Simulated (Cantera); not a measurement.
Input (Python, Cantera) and output of one run.

```python
import numpy as np
import cantera as ct

gas_names = """
    H HNO HNO2 HNO3 HO2 H2 H2O H2O2 N NH NH2 NH3 NH2OH NO NO2 NO3 N2 N2H2 N2H4 N2O O OH O2 O3 Pb PbO Pb2
""".split()
cond_names = """
    H2O(s) H2O(L) Pb(cr) Pb(L) PbO(rd) PbO(yw) PbO(L) PbO2(s) Pb3O4(s)
""".split()


# ... load() reads the species with a 1 bar reference pressure and builds the phases ...
atoms = {
    'PbO': {'Pb': 1, 'O': 1},
    'H2O': {'H': 2, 'O': 1},
    'N2': {'N': 2},
}
top_T = {'Pb3O4(s)': 820}  # K; cautious upper limits of use, not melting points


# ... equilibrate(T, P, feed) seeds the gas with the atoms and calls Mixture.equilibrate('TP', solver="vcs", rtol=1e-11, max_steps=5000) ...
results = []
feed = {'PbO': 1, 'H2O': 1.5, 'N2': 0.11}  # mol
P = 320000  # Pa
for T in [873, 923, 973, 1023, 1073, 1123, 1173, 1223, 1273, 1323, 1373, 1423, 1473, 1523]:
    mix = equilibrate(T, P, feed)
    results.append((T, P, feed, dict(zip(mix.species_names, mix.species_moles))))

top = {s: max(r[3][s] / sum(r[3][g] for g in gas_names) for r in results) for s in gas_names}
cols = sorted((s for s in top if top[s] > 0.001), key=lambda s: -top[s])[:6]
seen = [c for c in cond_names if any(r[3].get(c, 0) > 1e-12 for r in results)]
print("log10 of partial pressures in bar; condensed amounts in mol")
print(f"{'T/K':>10s}" + "".join(f"{s[:9]:>10s}" for s in cols + seen))
for T, P, feed, n in results:
    ng = sum(n[g] for g in gas_names)
    print(f"{T:10.4g}" + "".join(f"{np.log10(max(n[s] / ng * P / 1e5, 1e-99)):10.3f}" for s in cols)
          + "".join(f"{n.get(c, 0):10.4g}" for c in seen))
```

It prints:

```
log10 of partial pressures in bar; condensed amounts in mol
       T/K       H2O        N2       PbO   PbO(yw)    PbO(L)
       873     0.474    -0.660    -8.627         1         0
       923     0.474    -0.660    -7.725         1         0
       973     0.474    -0.660    -6.917         1         0
      1023     0.474    -0.660    -6.192         1         0
      1073     0.474    -0.660    -5.536         1         0
      1123     0.474    -0.660    -4.941         1         0
      1173     0.474    -0.660    -4.413         0         1
      1223     0.474    -0.660    -3.965         0    0.9999
      1273     0.474    -0.660    -3.553         0    0.9998
      1323     0.474    -0.660    -3.176         0    0.9996
      1373     0.474    -0.661    -2.827         0    0.9991
      1423     0.474    -0.661    -2.505         0    0.9982
      1473     0.473    -0.661    -2.207         0    0.9963
      1523     0.472    -0.662    -1.929         0     0.993
```

Cantera equilibrium calculation (NASA polynomials, part measured and part estimated; ideal gas, pure solids and liquids). Gases not in the tables: (PbO)n polymers.
